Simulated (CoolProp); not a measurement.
Vapour-liquid equilibrium of diethyl ether (1) + acetone (2) at 0.914 bar; x and y are mole fractions of (1).

Values from CoolProp's multi-fluid Helmholtz-energy mixture model, Thol 2014 and Lemmon 2006; pair parameters Bell 2016.

```
x     bubble temperature (K)  y at the bubble point  dew temperature at overall composition x (K)  liquid density (mol/L)
----  ----------------------  ---------------------  --------------------------------------------  ----------------------
0.05                   323.5                  0.134                                         325.2                   12.75
0.15                   318.7                  0.342                                         323.1                   12.35
0.25                   314.8                  0.488                                         320.9                   11.95
0.35                   311.9                  0.592                                         318.5                   11.56
0.45                   309.7                  0.669                                         315.9                   11.18
0.55                   308.1                  0.729                                         313.1                   10.82
0.65                   306.9                  0.781                                         310.3                   10.48
0.75                   305.9                  0.830                                         307.6                   10.16
0.85                   305.2                  0.884                                         305.6                   9.859
0.95                   304.8                  0.954                                         304.8                   9.579
```

No azeotrope shows between x = 0.05 and 0.95.

Pair parameters are fitted to limited data, so mixtures are less certain than the pure fluids.
